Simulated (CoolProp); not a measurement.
Cyclopentane along the isobar 25 MPa: Z from the reference equation and from simpler models built on Tc = 511.7 K, pc = 4.583 MPa, ω = 0.202; each cubic takes its own stable root.

Values from CoolProp's reference Helmholtz-energy equation of state, Gedanitz 2015.

| T (K) | phase | reference |
|---|---|---|
| 359.8 | liquid | 0.8271 |
| 380.9 | liquid | 0.8027 |
| 402.1 | liquid | 0.7823 |
| 423.2 | liquid | 0.7657 |
| 444.3 | liquid | 0.7524 |
| 465.5 | liquid | 0.7422 |
| 486.6 | liquid | 0.7349 |
| 507.7 | liquid | 0.7304 |
| 528.9 | supercritical | 0.7285 |
| 550 | supercritical | 0.7293 |

Task: How far does each simpler model (van der Waals, Redlich-Kwong, Soave-Redlich-Kwong, Peng-Robinson) lie from the reference over these 10 states: mean and median of the absolute difference, and the worst?

Result: 
- van der Waals: mean 38.3 %, median 38.8 %, worst +46.2 % at 359.8 K and 25 MPa
- Redlich-Kwong: mean 4.0 %, median 4.0 %, worst +4.3 % at 359.8 K and 25 MPa
- Soave-Redlich-Kwong: mean 3.3 %, median 2.9 %, worst +5.2 % at 550 K and 25 MPa
- Peng-Robinson: mean 7.6 %, median 8.1 %, worst -8.6 % at 402.1 K and 25 MPa
